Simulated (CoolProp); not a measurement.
Propylene along the isotherm 575 K: Z from the reference equation and from simpler models built on Tc = 364.2 K, pc = 45.55 bar, ω = 0.146; each cubic takes its own stable root.

The numbers come from the reference Helmholtz-energy equation of state, Lemmon 2013 in CoolProp.

```tsv
p (bar)	phase	reference
56.9	supercritical	0.9206
114	supercritical	0.8673
171	supercritical	0.8532
228	supercritical	0.8792
285	supercritical	0.9310
342	supercritical	0.9967
399	supercritical	1.070
455	supercritical	1.145
```

### Question
How far does each simpler model (van der Waals, Redlich-Kwong, Peng-Robinson) lie from the reference over these 8 states: mean and median of the absolute difference, and the worst?

### Answer
- van der Waals: mean 6.5 %, median 6.8 %, worst +12.2 % at 575 K and 455 bar
- Redlich-Kwong: mean 1.6 %, median 1.4 %, worst -2.4 % at 575 K and 114 bar
- Peng-Robinson: mean 1.4 %, median 0.7 %, worst -3.8 % at 575 K and 455 bar
